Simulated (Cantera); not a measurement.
A Cantera script and what it prints.

```python
import numpy as np
import cantera as ct

gas_names = """
    P4O10 P2 O
""".split()
cond_names = """

""".split()


# ... load() reads the species with a 1 bar reference pressure and builds the phases ...
species = {s.name: s for s in load("nasa_gas.yaml", gas_names) + load("nasa_condensed.yaml", cond_names)}
# Each term lists the table entries of one substance; the one whose range holds T is used.
reactions = {
    'P4O10(g) = 2 P2(g) + 10 O(g)':
        [(-1, ['P4O10']), (2, ['P2']), (10, ['O'])],
}


def pick(names, T):
    return next(species[n] for n in names if species[n].thermo.min_temp <= T <= species[n].thermo.max_temp)


results = []
for label, terms in reactions.items():
    print(label)
    print("     T/K   dH/kJ  dS/(J/K)   dG/kJ   log10 K")
    for T in [300, 1548, 1748, 1948, 2148, 2348]:
        used = [(nu, pick(names, T)) for nu, names in terms]
        dH = sum(nu * s.thermo.h(T) for nu, s in used) / 1e6
        dS = sum(nu * s.thermo.s(T) for nu, s in used) / 1e3
        dG = dH - T * dS / 1e3
        logK = -dG * 1e6 / (ct.gas_constant * T * np.log(10))
        results.append((label, T, dH, dS, dG, logK, [s.name for _, s in used]))
        print(f"{T:8g} {dH:8.1f} {dS:8.1f} {dG:8.1f} {logK:8.2f}")
```

It prints:

```
P4O10(g) = 2 P2(g) + 10 O(g)
     T/K   dH/kJ  dS/(J/K)   dG/kJ   log10 K
     300   5683.3   1643.5   5190.3  -903.69
    1548   5675.0   1659.1   3106.8  -104.83
    1748   5667.2   1654.3   2775.4   -82.93
    1948   5658.9   1649.9   2445.0   -65.56
    2148   5650.3   1645.7   2115.5   -51.44
    2348   5641.6   1641.8   1786.7   -39.75
```

Cantera with NASA thermochemical tables; ideal gases at 1 bar, condensed phases pure. Condensed species are held in their standard states even where they would react or evaporate.
